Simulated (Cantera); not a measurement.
An adiabatic, constant-pressure homogeneous reactor starts with 21.2 % CO, 0.805 % H2, 16.4 % O2, 61.6 % N2, equivalence ratio 0.67, at 1748 K and 100000 Pa.

Detailed kinetics in Cantera: GRI-Mech 3.0 (53 species, 325 reactions).

x: mole fraction; the columns are a selection and need not sum to one.

| t (s) | T (K) | x CO | x H2 | x O2 | x N2O | x CO2 |
|---|---|---|---|---|---|---|
| 8.00e-6 | 1748 | 0.212 | 0.00803 | 0.164 | 1.08e-10 | 2.20e-5 |
| 2.08e-5 | 1750 | 0.209 | … | 0.160 | … | … |
| 5.38e-5 | 1852 | 0.162 | 0.000394 | 0.117 | 5.78e-7 | 0.0511 |
| 0.000140 | 2105 | 0.118 | 0.000445 | 0.0908 | 6.15e-7 | 0.0982 |
| 0.000362 | 2399 | 0.101 | 0.000461 | 0.0913 | 6.52e-7 | 0.120 |
| 0.000940 | 2662 | … | … | 0.0864 | … | 0.146 |
| 0.00244 | 2750 | 0.0702 | 0.000329 | 0.0799 | 8.74e-7 | 0.157 |
| 0.00632 | 2747 | 0.0694 | 0.000329 | 0.0769 | 9.47e-7 | 0.158 |
| 0.0164 | 2746 | 0.0693 | 0.000329 | 0.0766 | 9.57e-7 | 0.158 |
| 0.0426 | 2746 | 0.0693 | 0.000329 | 0.0766 | 9.57e-7 | 0.158 |
| 0.110 | 2746 | 0.0693 | 0.000329 | 0.0766 | 9.57e-7 | 0.158 |
| 0.286 | 2746 | 0.0693 | 0.000329 | 0.0766 | 9.57e-7 | 0.158 |
| 0.743 | 2746 | 0.0693 | 0.000329 | 0.0766 | 9.57e-7 | 0.158 |
| 1.93 | 2746 | 0.0693 | 0.000329 | 0.0766 | 9.57e-7 | 0.158 |
| 5.00 | 2746 | 0.0693 | 0.000329 | 0.0766 | 9.57e-7 | 0.158 |

Fill in the missing entries.


- 2.08e-5, x H2: 0.00550
- 2.08e-5, x N2O: 1.46e-8
- 2.08e-5, x CO2: 0.00281
- 0.000940, x CO: 0.0800
- 0.000940, x H2: 0.000372
- 0.000940, x N2O: 7.54e-7
